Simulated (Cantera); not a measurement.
# Adiabatic ignition

An adiabatic, constant-volume homogeneous reactor starts with CH₄ : O₂ : N₂ = 1 : 1.05 : 3.96 (molar parts), equivalence ratio 1.9, at 1173 K and 10.0 bar.

Computed with Cantera and GRI-Mech 3.0 (53 species, 325 reactions).

```tsv
t (s)	T (K)	P (bar)	x CH₄	x O₂	x HCO	x CO	x O	x H₂O
9.00e-6	1173	10.0	0.166	0.175	<1e-12	<1e-12	6.86e-12	3.30e-9
2.01e-5	1173	10.00	0.166	0.175	<1e-12	6.53e-12	1.64e-11	1.91e-8
4.50e-5	1173	10.00	0.166	0.175	<1e-12	8.66e-11	4.37e-11	1.24e-7
0.000101	1173	10.00	0.166	0.175	<1e-12	1.41e-9	1.35e-10	8.72e-7
0.000225	1173	10.0	0.166	0.175	2.08e-12	2.85e-8	3.65e-10	5.70e-6
0.000502	1173	10.0	0.166	0.175	1.05e-11	4.03e-7	5.04e-10	2.43e-5
0.00112	1174	10.0	0.166	0.175	3.51e-11	3.40e-6	6.19e-10	7.74e-5
0.00251	1175	10.0	0.166	0.174	1.30e-10	2.65e-5	9.73e-10	0.000264
0.00561	1184	10.1	0.165	0.173	1.00e-9	0.000312	3.18e-9	0.00146
0.0125	2644	26.2	3.55e-9	4.63e-6	1.31e-6	0.125	1.20e-5	0.139
0.0280	2644	26.2	3.55e-9	4.63e-6	1.31e-6	0.125	1.20e-5	0.139
0.0627	2644	26.2	3.55e-9	4.63e-6	1.31e-6	0.125	1.20e-5	0.139
0.140	2644	26.2	3.55e-9	4.63e-6	1.31e-6	0.125	1.20e-5	0.139
0.313	2644	26.2	3.55e-9	4.63e-6	1.31e-6	0.125	1.20e-5	0.139
0.700	2644	26.2	3.55e-9	4.63e-6	1.31e-6	0.125	1.20e-5	0.139
```
x: mole fraction; the columns are a selection and need not sum to one.

| Quantity | Value |
|---|---|
| time of steepest temperature rise | 8.90 ms |
| temperature at 0.700 s | 2644 K |
| equilibrium temperature | 2644 K |
| x(CH₄) at 0.700 s | 3.55e-9 (gas-phase equilibrium 3.96e-9) |
| x(O₂) at 0.700 s | 4.63e-6 (gas-phase equilibrium 4.63e-6) |
| x(HCO) at 0.700 s | 1.31e-6 (gas-phase equilibrium 1.31e-6) |
